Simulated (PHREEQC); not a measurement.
Solution (25 °C): 0.0049 mol CaSO4 and 0.083 mol Na2HPO4 per kg of water. Closed to the air; pH follows from the charge balance.

All values are PHREEQC results (ion-association model, wateq4f.dat), not measurements.

```csv
quantity,before,after
pH,8.37,7.63
ionic strength (mol/kgw),0.236,0.231
SO4-2 (mol/kgw),0.00398,0.00401
HSO4- (mol/kgw),6.33e-10,3.55e-9
```

Task: What was changed between the two runs?
A) CaSO4 replaced by H2SO4 at the same molality
B) CaSO4 from 0.0049 to 0.00049 mol/kgw
C) CaSO4 from 0.0049 to 0.00441 mol/kgw
D) Na2HPO4 from 0.083 to 0.0083 mol/kgw
E) Na2HPO4 left out

Result: A, CaSO4 replaced by H2SO4 at the same molality

Precipitation was switched off in this run. Some of these states are supersaturated (in Hydroxyapatite, for instance). H3PO4, which wateq4f.dat lacks, is added to it with the constant of phreeqc.dat.
